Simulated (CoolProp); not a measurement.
Carbon monoxide along the isotherm -103.85 °C: Z from the reference equation and from simpler models built on Tc = -140.3 °C, pc = 3.498 MPa, ω = 0.050; each cubic takes its own stable root.

Values from CoolProp's reference Helmholtz-energy equation of state, Lemmon 2006. It is a short technical equation, of lower accuracy than the large ones.

```csv
p (MPa),phase,reference,van der Waals,Redlich-Kwong,Soave-Redlich-Kwong
2.33,gas,0.8908,0.8841,0.8872,0.8924
4.66,supercritical,0.7787,0.7494,0.7730,0.7855
7,supercritical,0.6792,0.6264,0.6777,0.6980
9.33,supercritical,0.6275,0.6139,0.6379,0.6599
11.7,supercritical,0.6330,0.6661,0.6493,0.6688
14,supercritical,0.6688,0.7337,0.6843,0.7015
16.3,supercritical,0.7171,0.8067,0.7293,0.7448
18.7,supercritical,0.7732,0.8849,0.7811,0.7954
21,supercritical,0.8293,0.9606,0.8329,0.8463
23.3,supercritical,0.8865,1.036,0.8857,0.8985
25.7,supercritical,0.9465,1.115,0.9414,0.9535
28,supercritical,1.004,1.190,0.9948,1.007
30.3,supercritical,1.062,1.265,1.048,1.060
32.6,supercritical,1.119,1.340,1.102,1.113
35,supercritical,1.178,1.417,1.157,1.168
```
